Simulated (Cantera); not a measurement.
A closed system holds: 1 mol CaO, 4.2 mol HF, 7 mol O2, 2.3 mol F2, at 950 K and 0.320 bar.

Equilibrium computed with Cantera from the NASA thermochemical tables; the gas is ideal and each condensed phase is pure. Candidate condensed phases: Ca, CaF2, CaO, Ca(OH)2, H2O; 29 gas species. Kinetics and transport are ignored.

Task: What is the equilibrium state?

Result: 
```
Quantity                                   Value
-------------------------------------  ---------
x(O2)                                      0.568
x(HF)                                      0.318
x(F2)                                     0.0836
x(F)                                      0.0298
x(FO2)                                   6.64e-5
x(H2F2)                                  1.53e-6
x(F2O)                                   1.50e-6
x(FO)                                    1.09e-6
n(CaF2(s))                              1.00 mol
gas amount                             13.20 mol
log10 activity of Ca(OH)2(s) (absent)     -49.57
log10 activity of Ca(s) (absent)          -56.92
```
